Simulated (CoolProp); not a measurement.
Saturation properties of dimethyl carbonate (Tc = 557.0 K, pc = 4.909 MPa, ω = 0.346).

Values from CoolProp's reference Helmholtz-energy equation of state, Zhou 2011.

| T (K) | p (MPa) | vapour density (kg/m³) | enthalpy of vaporisation (kJ/kg) |
|---|---|---|---|
| 320.3 | 0.02060 | 0.7030 | 404.6 |
| 333.5 | 0.03543 | ___ | 395.9 |
| 346.7 | 0.05800 | 1.848 | 387.0 |
| 359.8 | ___ | 2.804 | 378.0 |
| 373 | 0.1369 | 4.125 | ___ |
| 386.1 | 0.1995 | ___ | 359.3 |
| 399.3 | 0.2831 | ___ | 349.3 |
| 412.4 | 0.3906 | ___ | 338.9 |
| 425.6 | 0.5282 | 14.88 | 327.8 |

Task: Some entries are withheld; supply them.

Result: 
- 333.5, vapour density (kg/m³): 1.167
- 359.8, p (MPa): 0.09064
- 373, enthalpy of vaporisation (kJ/kg): 368.8
- 386.1, vapour density (kg/m³): 5.876
- 399.3, vapour density (kg/m³): 8.182
- 412.4, vapour density (kg/m³): 11.12

It boils at 363.3 K under 1 atm.
